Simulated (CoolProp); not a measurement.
Vapour-liquid equilibrium of acetone (1) + p-xylene (2) at 182.25 °C; x and y are mole fractions of (1).

Computed with CoolProp (multi-fluid Helmholtz-energy mixture model, Lemmon 2006 and Zhou 2012; pair parameters Bell 2016).

Problem. Give the bubble pressure and the first vapour's composition at x = 0.5, 0.8, 0.95. Is there an azeotrope?

Solution. x = 0.5: 1.192 MPa, y = 0.816; x = 0.8: 1.676 MPa, y = 0.928; x = 0.95: 1.956 MPa, y = 0.981. No azeotrope shows between x = 0.05 and 0.95.

The pair parameters rest on a limited set of measurements; away from them the model extrapolates. The gap from Raoult's law changes sign with composition, which may be real or a fault of the pair parameters; it wasn't checked against measurements.
